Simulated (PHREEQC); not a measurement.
Consider water at 25 °C with 0.0072 mol FeCl2 per kg of water. It is in equilibrium with CO2 at log p = -3.5 (atm). Otherwise closed; pH follows from the charge balance.

Model: ion-association model, phreeqc.dat, run in PHREEQC.

Question: The ionic strength comes out as 0.0214 mol/kgw. What activity coefficients do FeCl+, Cl-, H+, HCO3-, Fe+2 get?

Answer: FeCl+ 0.87, Cl- 0.86, H+ 0.89, HCO3- 0.87, Fe+2 0.59.

No solid was allowed to form.
